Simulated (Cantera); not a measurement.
Input: 1 mol FeS2, 0.68 mol H2S, 0.11 mol O2, at 16.5 Torr.

These are equilibrium values from Cantera (NASA tables, ideal gas, pure condensed phases), not measurements of a reactor. Candidate condensed phases: Fe, FeO, Fe(OH)2, Fe(OH)3, FeS, FeSO4, FeS2, Fe2O3, Fe2(SO4)3, Fe3O4, H2O, H2SO4, S; 22 gas species. FeS: taken at fixed stoichiometry. Gases not in the tables: S3 to S7. Rates play no part.

log p: log10 of the partial pressure in bar; n: condensed amount in mol.

| T (K) | log p H2S | log p S2 | log p H2O | log p H2 | log p SH | log p SO2 | n FeS2(s) | n FeS(s) |
|---|---|---|---|---|---|---|---|---|
| 773 | -1.89 | -2.52 | -2.22 | -4.14 | -7.56 | -4.49 | 1.00 | 0 |
| 823 | -1.90 | -2.51 | -2.22 | -3.78 | -7.07 | -4.66 | 1.00 | 0 |
| 873 | -1.91 | -2.46 | -2.23 | -3.50 | -6.63 | -4.74 | 0.972 | 0.0277 |
| 923 | -2.11 | -1.98 | -2.44 | [?] | [?] | [?] | 0 | 1.00 |
| 973 | -2.13 | -1.98 | -2.44 | -3.40 | -5.88 | -4.32 | 0 | 1.00 |
| 1023 | -2.14 | -1.98 | -2.44 | [?] | [?] | -4.40 | 0 | 1.00 |
| 1073 | -2.17 | -1.97 | -2.45 | -3.00 | -5.31 | -4.45 | 0 | 1.00 |
| 1123 | -2.21 | -1.97 | -2.45 | -2.84 | -5.06 | -4.48 | 0 | 1.00 |
| 1173 | -2.25 | -1.96 | -2.45 | -2.71 | -4.85 | -4.48 | 0 | 1.00 |
| 1223 | -2.30 | -1.96 | -2.46 | -2.60 | -4.66 | -4.46 | 0 | 1.00 |
| 1273 | -2.37 | -1.95 | -2.47 | -2.51 | -4.48 | -4.42 | 0 | 1.00 |
| 1323 | -2.43 | -1.95 | -2.48 | -2.44 | -4.33 | -4.36 | 0 | 1.00 |
| 1373 | -2.51 | -1.94 | -2.48 | -2.39 | -4.20 | -4.28 | 0 | 1.00 |

### Question
Fill in the missing entries.

### Answer

- 1023, log p H2: -3.18
- 1023, log p SH: -5.58
- 923, log p H2: -3.64
- 923, log p SH: -6.23
- 923, log p SO2: -4.22
